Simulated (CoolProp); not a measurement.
Vapour pressure (MPa) of CH3F (R41): the reference equation beside estimates from Tc = 44.1 °C, pc = 5.906 MPa, ω = 0.200. Clausius-Clapeyron is anchored at -97.85 °C with a constant enthalpy of vaporisation of 17.47 kJ/mol.

Values from CoolProp's reference Helmholtz-energy equation of state, Lemmon 2006. It is a short technical equation, of lower accuracy than the large ones.

```
T (°C)   reference  Lee-Kesler  Clausius-Clapeyron  Soave-Redlich-Kwong
-------  ---------  ----------  ------------------  -------------------
-129.25   0.001940    0.001568            0.002211             0.001605
-121.35   0.004373    0.003660            0.004728             0.003744
-113.55   0.008927    0.007711            0.009299             0.007869
-105.65    0.01704     0.01515             0.01730              0.01541
-97.85     0.03024     0.02757             0.03024              0.02794
-89.95     0.05111     0.04767             0.05070              0.04813
-82.05     0.08230     0.07828             0.08145              0.07876
-74.25      0.1264      0.1222              0.1254               0.1226
-66.35      0.1882      0.1845              0.1877               0.1847
```

Absolute difference from the reference over all 9 rows, mean and median: Lee-Kesler 9.5 and 8.8 %, Clausius-Clapeyron 3.4 and 1.0 %, Soave-Redlich-Kwong 8.4 and 7.6 %.
